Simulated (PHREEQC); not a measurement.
1 kg of water holding 0.0043 mol/kgw NaCl, 0.0035 mol/kgw MgCl2, 0.0041 mol/kgw NaHCO3, 0.4 mol/kgw KCl and 0.0085 mol/kgw CaCl2 is evaporated at 60 °C; the solids stay in contact with the brine. CO2 is held at log p = -3.4 (atm). Only these solids could form: Calcite, Bischofite, Brucite, Carnallite, Gaylussite, Halite, Kalicinite, Nesquehonite, Nahcolite, Natron, Pirssonite, Portlandite, Sylvite, Trona, MgCl2_4H2O.

Base run: PHREEQC, Pitzer model, pitzer.dat. Each further column changes one thing. The table gives water activity.

| H2O removed (mol) | base | temperature from 60 to 25 °C | temperature from 60 to 50 °C |
|---|---|---|---|
| 0 | 0.986 | 0.986 | 0.986 |
| 24.69 | 0.976 | 0.976 | 0.976 |
| 41.44 | 0.946 | 0.947 | 0.946 |
| 47.7 | 0.901 | 0.903 | 0.901 |
| 51.94 | 0.790 | 0.838 | 0.802 |
| 53.53 | 0.786 | 0.834 | 0.798 |
| 54.41 | 0.777 | 0.824 | 0.789 |
| 55.01 | 0.746 | 0.788 | 0.757 |
| 55.23 | 0.678 | 0.705 | 0.685 |

Away from 25 °C the constants follow the database's enthalpies or fits; those with neither stay at their 25 °C values.
